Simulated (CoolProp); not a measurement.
Saturation properties of ethane (Tc = 32.2 °C, pc = 4.872 MPa, ω = 0.099).

Model: reference Helmholtz-energy equation of state, Bücker 2006, in CoolProp.

```
T (°C)      p (MPa)  liquid density (kg/m³)  vapour viscosity (µPa s)  liquid conductivity (mW/(m K))
-------  ----------  ----------------------  ------------------------  ------------------------------
-134.15    0.003447                   597.7                      4.47                             212
-127.25    0.006705                   589.9                (withheld)                             205
-120.25     0.01230                   581.8                      4.89                             198
-113.25     0.02125                   573.7                      5.11                             191
-106.25     0.03488                   565.4                      5.33                             184
-99.35      0.05444              (withheld)                      5.54                             177
-92.35      0.08229                   548.5                      5.76                             171
-85.35       0.1202                   539.8                      5.99                             164
-78.35       0.1705                   530.8                      6.22                             157
-71.45       0.2344                   521.7                      6.45                             151
-64.45   (withheld)                   512.2                      6.69                      (withheld)
```

### Question
Some entries are withheld; supply them.

### Answer

- -127.25, vapour viscosity (µPa s): 4.68
- -99.35, liquid density (kg/m³): 557.1
- -64.45, p (MPa): 0.3165
- -64.45, liquid conductivity (mW/(m K)): 145

It boils at -88.6 °C under 1 atm.

Viscosity comes from a separate model (Friend 1991). Thermal conductivity comes from a separate model (Friend 1991).
